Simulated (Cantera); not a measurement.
A Cantera script and its output.

```python
import numpy as np
import cantera as ct

gas = ct.Solution("gri30.yaml")
gas.TPX = 1725, 630000, {'CH4': 1, 'H2O': 0.31, 'H2': 0.11}
inlet = ct.Reservoir(gas, clone=True)

reactor = ct.IdealGasConstPressureReactor(gas, energy="off", clone=False)
exhaust = ct.Reservoir(gas, clone=True)
tau = [3.6, 1.4, 0.56, 0.22, 0.087, 0.034, 0.014, 0.0053, 0.0021][0]
for a, b in ((inlet, reactor), (reactor, exhaust)):
    ct.MassFlowController(a, b, mdot=lambda t: reactor.mass / tau)
net = ct.ReactorNet([reactor])
show = ['CH4', 'H2O', 'H2', 'C2H', 'C2H2', 'H']

rows = []
print(f"{'tau/s':>10s}{'T/K':>9s}" + "".join(f"{s:>11s}" for s in show))
for tau in [3.6, 1.4, 0.56, 0.22, 0.087, 0.034, 0.014, 0.0053, 0.0021]:
    net.initial_time = 0.0
    net.advance(30 * tau)
    before = gas.X
    net.advance(40 * tau)
    drift = np.max(np.abs(gas.X - before) / (gas.X + 1e-9))
    rows.append([gas.T, *gas[show].X, drift])
    print(f"{tau:10.3e}{gas.T:9.1f}" + "".join(f"{x:11.3e}" for x in gas[show].X))
```

Output:

```
     tau/s      T/K        CH4        H2O         H2        C2H       C2H2          H
 3.600e+00   1725.0  1.037e-01  1.005e-02  6.724e-01  4.666e-08  8.192e-02  6.104e-05
 1.400e+00   1725.0  1.065e-01  2.188e-02  6.616e-01  5.039e-08  8.792e-02  6.044e-05
 5.600e-01   1725.0  1.112e-01  4.124e-02  6.437e-01  5.649e-08  9.759e-02  5.938e-05
 2.200e-01   1725.0  1.192e-01  6.830e-02  6.174e-01  6.467e-08  1.105e-01  5.761e-05
 8.700e-02   1725.0  1.338e-01  9.797e-02  5.843e-01  7.221e-08  1.225e-01  5.491e-05
 3.400e-02   1725.0  1.630e-01  1.250e-01  5.426e-01  7.516e-08  1.280e-01  5.080e-05
 1.400e-02   1725.0  2.135e-01  1.452e-01  4.902e-01  7.111e-08  1.224e-01  4.544e-05
 5.300e-03   1725.0  3.000e-01  1.638e-01  4.126e-01  5.954e-08  1.028e-01  3.817e-05
 2.100e-03   1725.0  4.049e-01  1.803e-01  3.225e-01  4.366e-08  7.406e-02  3.047e-05
```

Detailed kinetics in Cantera: GRI-Mech 3.0 (53 species, 325 reactions). GRI-Mech 3.0 stops at C3 and has no aromatics, soot or wall deposition, so with more carbon than oxygen in the feed, carbon stays in small species such as C2H2 where larger ones or solid carbon would form.
